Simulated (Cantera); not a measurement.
An adiabatic, constant-volume homogeneous reactor starts with H2 : O2 : N2 = 1 : 0.385 : 1.45 (molar parts), equivalence ratio 1.3, at 1275 K and 4.93 atm.

Computed with Cantera and GRI-Mech 3.0 (53 species, 325 reactions). The hydrogen kinetics of GRI-Mech 3.0 are dated; newer H2 mechanisms differ, most at raised pressure. Above 3000 K some thermodynamic fits are extrapolated.

Predict: time of steepest temperature rise; temperature at 1.00 s; equilibrium temperature; x(H2) at 1.00 s; x(O2) at 1.00 s; x(NO) at 1.00 s; x(H2O) at 1.00 s; x(N2O) at 1.00 s.


```
Property                                                            Result
---------------------------------  ---------------------------------------
time of steepest temperature rise                                  7.91 µs
temperature at 1.00 s                                               3131 K
equilibrium temperature                                             3131 K
x(H2) at 1.00 s                        0.104 (gas-phase equilibrium 0.104)
x(O2) at 1.00 s                    0.00286 (gas-phase equilibrium 0.00286)
x(NO) at 1.00 s                    0.00554 (gas-phase equilibrium 0.00554)
x(H2O) at 1.00 s                       0.269 (gas-phase equilibrium 0.269)
x(N2O) at 1.00 s                   8.91e-7 (gas-phase equilibrium 8.91e-7)
```
